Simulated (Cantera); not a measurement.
# Premixed flame

A freely propagating, adiabatic, planar premixed flame of 33.3 % H2, 17.1 % O2, 49.6 % N2, equivalence ratio 0.97, unburnt at 350 K and 0.410 bar; mixture-averaged transport, grid criteria slope 0.08 and curve 0.16, no radiation.

Cantera simulation using the H2/O2 subset of GRI-Mech 3.0, which has no nitrogen chemistry; the numbers are that mechanism's predictions, not measurements. Burning velocities carry a grid error of a few per cent, more on coarse grids.

```csv
z (mm),T (K),u (m/s),x H2,x O2,x O,x HO2,x OH,x H
-3.39,350,3.56,0.333,0.171,<1e-8,<1e-8,<1e-8,<1e-8
-2.26,350,3.56,0.333,0.171,<1e-8,<1e-8,<1e-8,<1e-8
-1.70,350,3.56,0.333,0.171,<1e-8,<1e-8,<1e-8,<1e-8
-1.13,350,3.56,0.333,0.171,<1e-8,<1e-8,<1e-8,<1e-8
-0.566,354,3.59,0.331,0.172,4.39e-7,3.02e-5,2.85e-6,1.33e-6
-0.283,604,5.95,0.295,0.169,0.000160,0.000199,0.00119,0.00447
0,1126,10.6,0.174,0.127,0.00589,5.94e-5,0.00330,0.0434
0.283,1462,13.7,0.0711,0.0581,0.0149,2.37e-5,0.0106,0.0717
0.566,1616,15.0,0.0530,0.0410,0.0163,1.46e-5,0.0147,0.0679
1.13,1777,16.3,0.0518,0.0358,0.0151,1.04e-5,0.0182,0.0547
2.26,1953,17.7,0.0503,0.0314,0.0126,7.29e-6,0.0211,0.0404
4.52,2124,19.0,0.0463,0.0271,0.00964,4.99e-6,0.0226,0.0278
9.05,2282,20.2,0.0400,0.0228,0.00676,3.61e-6,0.0222,0.0177
```
x: mole fraction of selected species; z is measured from the peak of heat release.

| Item | Value |
|---|---|
| laminar burning velocity | 356 cm/s |
| thermal thickness | 1.13 mm |
| peak x(O) | 0.0163 |
| peak x(HO2) | 0.000322 |
| peak x(OH) | 0.0227 |
| peak x(H) | 0.0722 |
